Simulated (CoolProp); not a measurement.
Properties of water along the isobar 101 kPa (Tc = 647.1 K, pc = 22060 kPa, ω = 0.344).

Computed with CoolProp (reference Helmholtz-energy equation of state, Wagner 2002).

| T (K) | phase | cp (kJ/(kg K)) | cv (kJ/(kg K)) | expansivity (1/kK) | conductivity (mW/(m K)) |
|---|---|---|---|---|---|
| 440 | gas | 1.978 | 1.494 | 2.343 | 30.4 |
| 462.4 | gas | 1.975 | 1.496 | 2.215 | 32.4 |
| 484.8 | gas | 1.978 | 1.503 | 2.103 | 34.6 |
| 507.2 | gas | 1.984 | 1.511 | 2.003 | 36.7 |
| 529.6 | gas | 1.992 | 1.522 | 1.913 | 39.0 |
| 552 | gas | 2.002 | 1.533 | 1.831 | 41.3 |
| 574.4 | gas | 2.013 | 1.545 | 1.757 | 43.7 |
| 596.8 | gas | 2.025 | 1.558 | 1.689 | 46.1 |
| 619.2 | gas | 2.038 | 1.571 | 1.626 | 48.5 |
| 641.6 | gas | 2.051 | 1.585 | 1.568 | 51.0 |

Thermal conductivity comes from a separate model (Huber 2012).
